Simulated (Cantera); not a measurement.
Charge: 1 mol FeS, 0.058 mol H2S, 0.22 mol O2, equilibrated at 2.00 bar.

Equilibrium computed with Cantera from the NASA thermochemical tables; the gas is ideal and each condensed phase is pure. Candidate condensed phases: Fe, FeO, Fe(OH)2, Fe(OH)3, FeS, FeSO4, FeS2, Fe2O3, Fe2(SO4)3, Fe3O4, H2O, H2SO4, S; 22 gas species. Metal and sulfide melt together well below either melting point, which pure phases cannot show. Mutual solubility and eutectic melting of coexisting phases are not modelled. The tables' stoichiometric FeO is somewhat more stable than real wüstite, so its field is too wide. FeO, FeS: taken at fixed stoichiometry. Gases not in the tables: S3 to S7. Kinetics and transport are ignored.

Task: Which condensed phases are stable at each of these points (T (°C)): 675, 750, 825, 900, 975, 1050, 1125, 1200, 1275?

Result: 
| T (°C) | condensed phases | Fe condensed (%) |
|---|---|---|
| 675 | FeS(s) + Fe3O4(s) | 100.0 |
| 750 | FeS(s) + Fe3O4(s) | 100.0 |
| 825 | FeS(s) + Fe3O4(s) | 100.0 |
| 900 | FeS(s) + Fe3O4(s) | 100.0 |
| 975 | FeS(s) + Fe3O4(s) | 100.0 |
| 1050 | FeS(s) + Fe3O4(s) | 100.0 |
| 1125 | FeS(s) + Fe3O4(s) | 100.0 |
| 1200 | FeO(s) + FeS(l) | 100.0 |
| 1275 | FeO(s) + FeS(l) | 100.0 |

From 675 °C to 1125 °C the condensed part is FeS(s) + Fe3O4(s). From 1200 °C to 1275 °C the condensed part is FeO(s) + FeS(l).
